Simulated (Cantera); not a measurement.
An isothermal, constant-pressure homogeneous reactor starts with 1.48 % CH4, 98.5 % H2, at 1600 K and 20.0 Torr.

Cantera simulation using GRI-Mech 3.0 (53 species, 325 reactions); the numbers are that mechanism's predictions, not measurements. GRI-Mech 3.0 stops at C3 and has no aromatics, soot or wall deposition, so with more carbon than oxygen in the feed, carbon stays in small species such as C2H2 where larger ones or solid carbon would form. Radical loss at walls, strong at low pressure, is not modelled.

x: mole fraction; the columns are a selection and need not sum to one.

```tsv
t (s)	x CH4	x H2	x C2H2	x C2H4	x C2H	x CH3
8.00e-6	0.0148	0.985	<1e-12	<1e-12	<1e-12	1.16e-8
4.11e-5	0.0148	0.985	<1e-12	<1e-12	<1e-12	4.67e-8
0.000211	0.0148	0.985	<1e-12	<1e-12	<1e-12	1.76e-7
0.00109	0.0148	0.985	<1e-12	2.04e-11	<1e-12	8.24e-7
0.00558	0.0148	0.985	4.48e-11	(withheld)	<1e-12	4.15e-6
0.0287	0.0148	0.985	5.67e-8	(withheld)	<1e-12	2.09e-5
0.147	0.0146	0.985	3.19e-5	(withheld)	2.76e-11	7.67e-5
0.757	0.0136	0.985	0.000528	(withheld)	5.52e-10	8.58e-5
3.89	0.00989	0.987	0.00237	(withheld)	2.52e-9	6.37e-5
20.0	0.00400	0.990	0.00528	(withheld)	5.83e-9	2.67e-5
```

What belongs in the gaps?


- 0.00558, x C2H4: 2.68e-9
- 0.0287, x C2H4: 3.37e-7
- 0.147, x C2H4: 8.24e-6
- 0.757, x C2H4: 1.08e-5
- 3.89, x C2H4: 1.19e-5
- 20.0, x C2H4: 1.62e-5
